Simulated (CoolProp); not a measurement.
Vapour-liquid equilibrium of R245fa (1) + isopentane (2) at 2.47 bar; x and y are mole fractions of (1).

Model: multi-fluid Helmholtz-energy mixture model, Akasaka 2015 and Lemmon 2006; pair parameters Bell 2016, in CoolProp.

Task: Give the bubble temperature and the first vapour's composition at x = 0.05, 0.35, 0.5. Is there an azeotrope?

Result: x = 0.05: 322.6 K, y = 0.206; x = 0.35: 307.4 K, y = 0.601; x = 0.5: 306.0 K, y = 0.645. y crosses x between x = 0.65 and 0.8: the model has an azeotrope there.

The pair parameters rest on a limited set of measurements; away from them the model extrapolates. With so large a gap from Raoult's law the liquid may split in two, which this calculation doesn't test in full.
